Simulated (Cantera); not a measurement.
A Cantera script and what it prints.

```python
import numpy as np
import cantera as ct

gas_names = """
    F F2 H HF H2 H2F2 H3F3 H4F4 H5F5 H6F6 H7F7 N NF NF2 NF3 NH NH2 NH3 N2 N2H2 N2H4 Si SiF SiF2 SiF3
    SiF4 SiH SiHF3 SiH2 SiH2F2 SiH3 SiH3F SiH4 SiN Si2 Si2N Si3
""".split()
cond_names = """
    Si(cr) Si(L) Si3N4(a)
""".split()


# ... load() reads the species with a 1 bar reference pressure and builds the phases ...
atoms = {
    'SiF4': {'Si': 1, 'F': 4},
    'N2': {'N': 2},
    'H2': {'H': 2},
}
top_T = {'Si3N4(a)': 2400}  # K; cautious upper limits of use, not melting points


# ... equilibrate(T, P, feed) seeds the gas with the atoms and calls Mixture.equilibrate('TP', solver="vcs", rtol=1e-11, max_steps=5000) ...
results = []
feed = {'SiF4': 1, 'N2': 7.3, 'H2': 8.8}  # mol
T = 975  # K
P = 41000  # Pa
mix = equilibrate(T, P, feed)
results.append((T, P, feed, dict(zip(mix.species_names, mix.species_moles))))
x = sorted(zip(gas.X, gas.species_names), reverse=True)
print(f"T = {T:g} K  P = {P:g} Pa  gas = {mix.phase_moles(0):.4g} mol")
print("   x: " + "  ".join(f"{s} {v:.3e}" for v, s in x if v > 1e-06))
print("   condensed (mol): " + ("  ".join(f"{mix.phase(i).name} {mix.phase_moles(i):.4g}"
      for i in range(1, mix.n_phases) if mix.phase_moles(i) > 1e-12) or "none"))
```

Result:

```
T = 975 K  P = 41000 Pa  gas = 17.1 mol
   x: H2 5.143e-01  N2 4.268e-01  SiF4 5.830e-02  HF 3.587e-04  SiHF3 1.185e-04  NH3 6.816e-05  SiF3 1.120e-06
   condensed (mol): Si3N4(a) 0.0003403
```

These are equilibrium values from Cantera (NASA tables, ideal gas, pure condensed phases), not measurements of a reactor. N2 is the only nitrogen source here; it is nearly inert below about 1500 K, so the nitride shown seldom forms there in practice.
